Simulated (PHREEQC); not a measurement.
Solution (25 °C): 0.089 mol KOH and 0.02 mol CO2 per kg of water. Closed to the air; pH follows from the charge balance.

Computed with PHREEQC (ion-association model, wateq4f.dat).

Each row changes one thing in this solution. Precipitation was switched off in this run.

```json
[
 {"case": "as made", "pH": "12.57", "ionic strength (mol/kgw)": "0.109", "HCO3- (mol/kgw)": "5.51e-5", "CO2 (mol/kgw)": "2.56e-11"},
 {"case": "temperature from 25 to 75 °C", "pH": "11.27", "ionic strength (mol/kgw)": "0.108", "HCO3- (mol/kgw)": "0.000619", "CO2 (mol/kgw)": "5.19e-9"},
 {"case": "diluted 5-fold with water", "pH": "11.93", "ionic strength (mol/kgw)": "0.0217", "HCO3- (mol/kgw)": "6.54e-5", "CO2 (mol/kgw)": "1.50e-10"},
 {"case": "KOH replaced by KCl at the same molality", "pH": "?", "ionic strength (mol/kgw)": "0.0891", "HCO3- (mol/kgw)": "0.000117", "CO2 (mol/kgw)": "0.0199"},
 {"case": "KOH from 0.089 to 0.0801 mol/kgw", "pH": "12.49", "ionic strength (mol/kgw)": "0.100", "HCO3- (mol/kgw)": "6.80e-5", "CO2 (mol/kgw)": "?"}
]
```

Problem. Some entries are withheld; supply them.

Solution. 
- KOH replaced by KCl at the same molality, pH: 4.01
- KOH from 0.089 to 0.0801 mol/kgw, CO2 (mol/kgw): 3.85e-11

Species that the database lacks are ignored. Constants without temperature data keep their 25 °C values here.
